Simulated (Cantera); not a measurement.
A freely propagating, adiabatic, planar premixed flame of CH₄ : C₂H₆ : O₂ : N₂ : H₂O = 1 : 1.1 : 4.5 : 16.9 : 0.74 (molar parts), equivalence ratio 1.3, unburnt at 498 K and 0.306 atm; mixture-averaged transport, grid criteria slope 0.08 and curve 0.16, no radiation.

Computed with Cantera and GRI-Mech 3.0 (53 species, 325 reactions). Burning velocities carry a grid error of a few per cent, more on coarse grids.

Problem. Predict: laminar burning velocity; thermal thickness; peak x(CO); peak x(HCO); peak x(H₂).

Solution. 
- laminar burning velocity = 91.9 cm/s
- thermal thickness = 1.05 mm
- peak x(CO) = 0.0810
- peak x(HCO) = 7.01e-5
- peak x(H₂) = 0.0487
